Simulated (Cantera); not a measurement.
Premixed flame

A freely propagating, adiabatic, planar premixed flame of H2 : O2 : N2 = 1 : 0.538 : 2.02 (molar parts), unburnt at 575 K and 1.00 bar; mixture-averaged transport, grid criteria slope 0.08 and curve 0.16, no radiation.

Cantera simulation using the H2/O2 subset of GRI-Mech 3.0, which has no nitrogen chemistry; the numbers are that mechanism's predictions, not measurements. Burning velocities carry a grid error of a few per cent, more on coarse grids.

```json
[
 {"z (mm)": "-1.38", "T (K)": "575", "u (m/s)": "6.52", "x H2": "0.281", "x O2": "0.151", "x H2O": "<1e-8", "x OH": "<1e-8", "x O": "<1e-8", "x H": "<1e-8"},
 {"z (mm)": "-0.920", "T (K)": "575", "u (m/s)": "6.52", "x H2": "0.281", "x O2": "0.151", "x H2O": "<1e-8", "x OH": "<1e-8", "x O": "<1e-8", "x H": "<1e-8"},
 {"z (mm)": "-0.690", "T (K)": "575", "u (m/s)": "6.52", "x H2": "0.281", "x O2": "0.151", "x H2O": "<1e-8", "x OH": "<1e-8", "x O": "<1e-8", "x H": "<1e-8"},
 {"z (mm)": "-0.460", "T (K)": "575", "u (m/s)": "6.52", "x H2": "0.281", "x O2": "0.151", "x H2O": "1.08e-7", "x OH": "<1e-8", "x O": "<1e-8", "x H": "<1e-8"},
 {"z (mm)": "-0.230", "T (K)": "587", "u (m/s)": "6.62", "x H2": "0.277", "x O2": "0.152", "x H2O": "0.000462", "x OH": "3.23e-5", "x O": "5.33e-6", "x H": "8.56e-5"},
 {"z (mm)": "-0.115", "T (K)": "793", "u (m/s)": "8.73", "x H2": "0.243", "x O2": "0.147", "x H2O": "0.0184", "x OH": "0.000837", "x O": "0.000316", "x H": "0.00518"},
 {"z (mm)": "0", "T (K)": "1245", "u (m/s)": "13.2", "x H2": "0.138", "x O2": "0.106", "x H2O": "0.108", "x OH": "0.00406", "x O": "0.00597", "x H": "0.0347"},
 {"z (mm)": "0.115", "T (K)": "1560", "u (m/s)": "16.4", "x H2": "0.0575", "x O2": "0.0518", "x H2O": "0.202", "x OH": "0.0109", "x O": "0.0130", "x H": "0.0525"},
 {"z (mm)": "0.230", "T (K)": "1711", "u (m/s)": "17.8", "x H2": "0.0424", "x O2": "0.0378", "x H2O": "0.226", "x OH": "0.0145", "x O": "0.0139", "x H": "0.0478"},
 {"z (mm)": "0.460", "T (K)": "1871", "u (m/s)": "19.3", "x H2": "0.0393", "x O2": "0.0327", "x H2O": "0.239", "x OH": "0.0171", "x O": "0.0121", "x H": "0.0363"},
 {"z (mm)": "0.920", "T (K)": "2034", "u (m/s)": "20.7", "x H2": "0.0359", "x O2": "0.0286", "x H2O": "0.252", "x OH": "0.0186", "x O": "0.00939", "x H": "0.0249"},
 {"z (mm)": "1.84", "T (K)": "2187", "u (m/s)": "22.0", "x H2": "0.0303", "x O2": "0.0247", "x H2O": "0.266", "x OH": "0.0185", "x O": "0.00658", "x H": "0.0154"},
 {"z (mm)": "3.68", "T (K)": "2318", "u (m/s)": "23.1", "x H2": "0.0236", "x O2": "0.0212", "x H2O": "0.281", "x OH": "0.0169", "x O": "0.00421", "x H": "0.00861"}
]
```
x: mole fraction of selected species; z is measured from the peak of heat release.

```yaml
laminar_burning_velocity: 652 cm/s
thermal_thickness: 0.460 mm
peak x(OH): 0.0187
peak x(O): 0.0140
peak x(H): 0.0525
grid_points: 132
```
